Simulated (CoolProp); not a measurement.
Properties of R1234ze(Z) along the isobar 2220 kPa (Tc = 150.1 °C, pc = 3531 kPa, ω = 0.327).

Computed with CoolProp (reference Helmholtz-energy equation of state, Akasaka 2019).

```
T (°C)   phase        Z  cp (kJ/(kg K))  speed of sound (m/s)  Joule-Thomson coefficient (K/MPa)  isothermal compressibility (1/MPa)  fugacity coefficient
------  ------  -------  --------------  --------------------  ---------------------------------  ----------------------------------  --------------------
36.95   liquid  0.08183           1.300                 603.1                            -0.1904                            0.003312                0.1165
47.75   liquid  0.08111           1.333                 562.0                            -0.1386                            0.003934                0.1578
58.55   liquid  0.08065           1.369                 520.7                           -0.07624                            0.004742                0.2082
69.45   liquid  0.08049           1.410                 478.8                           0.001802                            0.005835                0.2685
80.25   liquid  0.08069           1.457                 436.5                             0.1015                            0.007352                0.3380
91.05   liquid  0.08131           1.515                 392.9                             0.2364                            0.009599                0.4170
101.85  liquid  0.08253           1.591                 347.0                             0.4322                             0.01323                0.5048
112.75  liquid  0.08471           1.707                 296.6                             0.7516                             0.02006                0.6014
123.55  liquid  0.08868           1.930                 238.2                              1.377                             0.03680                0.7030
134.35     gas   0.6507           1.531                 125.1                              18.20                              0.8031                0.7392
145.15     gas   0.6981           1.402                 134.5                              15.55                              0.7056                0.7634
156.05     gas   0.7348           1.336                 142.2                              13.63                              0.6499                0.7846
166.85     gas   0.7643           1.298                 148.7                              12.16                              0.6135                0.8032
```
